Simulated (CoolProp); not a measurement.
Vapour-liquid equilibrium of n-hexane (1) + m-xylene (2) at 361.5 K; x and y are mole fractions of (1).

Computed with CoolProp (multi-fluid Helmholtz-energy mixture model, Thol 2019 and Zhou 2012; pair parameters Bell 2016).

### Question
Give the bubble pressure and the first vapour's composition at x = 0.05, 0.35, 0.95. Is there an azeotrope?

### Answer
x = 0.05: 0.2922 bar, y = 0.324; x = 0.35: 0.8763 bar, y = 0.842; x = 0.95: 1.733 bar, y = 0.989. No azeotrope shows between x = 0.05 and 0.95.

Pair parameters are fitted to limited data, so mixtures are less certain than the pure fluids.
